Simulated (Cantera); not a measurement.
Feed: 1 mol Si, 3.8 mol HBr, 5.4 mol H₂, held at 15000 Pa.

Cantera equilibrium calculation (NASA polynomials, part measured and part estimated; ideal gas, pure solids and liquids). Candidate condensed phases: Br₂, Si; 19 gas species. The tables' values for SiBr₃ are old estimates; treat these amounts as uncertain. Equilibrium is a limit: real reactors are often held back by kinetics, nucleation or transport.

At 975 K, list the 4 most abundant gas species with their mole fractions, and the condensed phases.

H₂ 0.861, SiBr₄ 0.0990, HBr 0.0277, SiHBr₃ 0.0101. Condensed: Si(s).
